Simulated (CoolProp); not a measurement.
Model: reference Helmholtz-energy equation of state, Akasaka 2024, in CoolProp.

Problem. For R1132(E), give the phase and the isothermal compressibility (1/MPa), fugacity coefficient at 25.45 °C and 2.86 MPa.

Solution. 
- 25.45 °C and 2.86 MPa: liquid; isothermal compressibility 0.00732, fugacity coefficient 0.491
